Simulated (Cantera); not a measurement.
Input: 1 mol B, 0.28 mol H2O, 0.68 mol H2, 16 mol N2, equilibrated at 6.60 mbar.

These are equilibrium values from Cantera (NASA tables, ideal gas, pure condensed phases), not measurements of a reactor. Candidate condensed phases: B, BN, B2O3, B3O3H3, H2O; 39 gas species. N2 is the only nitrogen source here; it is nearly inert below about 1500 K, so the nitride shown seldom forms there in practice. Mutual solubility and eutectic melting of coexisting phases are not modelled. Rates play no part.

### Question
Which condensed phases are stable at each of these points (T (K)): 800, 1000, 1200, 1400, 1600, 1800, 2000?

### Answer
```csv
T (K),condensed phases,B condensed (%)
800,BN(s) + B2O3(l),100.0
1000,BN(s) + B2O3(l),100.0
1200,BN(s) + B2O3(l),99.8
1400,BN(s) + B2O3(l),96.7
1600,BN(s),80.4
1800,BN(s),74.6
2000,BN(s),72.1
```

From 800 K to 1400 K the condensed part is BN(s) + B2O3(l). From 1600 K to 2000 K the condensed part is BN(s).
